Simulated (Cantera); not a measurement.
**Thermodynamics of chlorosilane synthesis and conversion, feed SiCl4 + Cl2 + H2**

Feed: 1 mol SiCl4, 2.2 mol Cl2, a varied amount of H2, held at 1000 K and 1800000 Pa.

These are equilibrium values from Cantera (NASA tables, ideal gas, pure condensed phases), not measurements of a reactor. Candidate condensed phases: Si; 19 gas species. Equilibrium is a limit: real reactors are often held back by kinetics, nucleation or transport.

```tsv
n(H2) (mol)	x HCl	x H2	x SiCl4	x Cl2	x SiHCl3	x Cl	x SiCl3
1.3	0.578	4.94e-11	0.222	0.200	<1e-12	4.09e-5	7.81e-11
1.8	0.720	1.92e-10	0.200	0.0800	<1e-12	2.59e-5	1.11e-10
2.5	0.772	0.0525	0.175	3.36e-10	8.41e-5	1.68e-9	1.50e-6
3.5	0.657	0.194	0.149	6.59e-11	0.000309	7.43e-10	2.88e-6
4.9	0.544	0.333	0.123	2.63e-11	0.000530	4.69e-10	3.77e-6
6.8	0.441	0.459	0.0993	1.25e-11	0.000729	3.24e-10	4.41e-6
9.5	0.347	0.574	0.0778	6.22e-12	0.000906	2.28e-10	4.90e-6
```
x: gas mole fraction; nothing condenses.

From 1.3 mol H2 to 9.5 mol H2 nothing is condensed. The main Si-bearing gas is SiCl4 throughout.
